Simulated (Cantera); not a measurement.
A closed system holds: 1 mol C3H6, 0.53 mol CO2, held at 2298.15 K and 5930 Torr.

Cantera equilibrium calculation (NASA polynomials, part measured and part estimated; ideal gas, pure solids and liquids). Candidate condensed phases: C, C6H6, C7H8, C8H18, H2O; 110 gas species. Kinetics and transport are ignored.

Base state: H2 0.732, CO 0.261, C2H2 (acetylene) 0.00313, H 0.00292, CH4 0.000909, CH3 6.81e-5, H2O 6.34e-5, C2H4 2.87e-5 (mole fractions); condensed: C(graphite).

### Question
What changes in the equilibrium state with this change: pressure from 5930 Torr to 10.0 Torr?

### Answer
```
species             before    after
----------------  --------  -------
H2                   0.732    0.677
CO                   0.261    0.252
H                  0.00292   0.0683
C2H4               2.87e-5  4.14e-8
CH4               0.000909  1.31e-6
H2O                6.34e-5  9.56e-8
CH3                6.81e-5  2.49e-6
C2H                5.62e-7  1.31e-5
C(graphite), mol      2.44     2.45
```

### Question
What changes in the equilibrium state with this change: temperature from 2298.15 K to 725 K?

### Answer
```tsv
species	before	after
CH4	0.000909	0.460
H2O	6.34e-5	0.371
H2	0.732	0.107
CO2	4.04e-6	0.0602
CO	0.261	0.00229
C2H2 (acetylene)	0.00313	<1e-9
H	0.00292	<1e-9
CH3	6.81e-5	<1e-9
C2H4	2.87e-5	8.52e-9
C2H6	2.84e-8	1.31e-5
C(graphite), mol	2.44	2.41
```
